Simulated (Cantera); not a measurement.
Mixture: C3H8 : O2 : N2 = 1 : 2.78 : 10.4 (molar parts), equivalence ratio 1.8, at 9.87 atm, adiabatic and at constant pressure. Ignition delay is the time to a rise of 400 K.

Computed with Cantera and GRI-Mech 3.0 (53 species, 325 reactions). GRI-Mech 3.0 was tuned for natural gas; its chemistry of propane as a main component is partial and can be far from experiment.

### Question
What does this change do: pressure from 9.87 atm to 1.68 atm?

### Answer
| quantity | before | after |
|---|---|---|
| delay at 1175 K | 2.84 ms | 8.31 ms |
| delay at 1325 K | 0.209 ms | 0.534 ms |
| delay at 1475 K | 27.5 µs | 77.7 µs |
| delay at 1625 K | 6.62 µs | 22.1 µs |
| delay at 1775 K | 2.53 µs | 9.79 µs |
| apparent activation energy between 1625 and 1775 K | 150 kJ/mol | 130 kJ/mol |
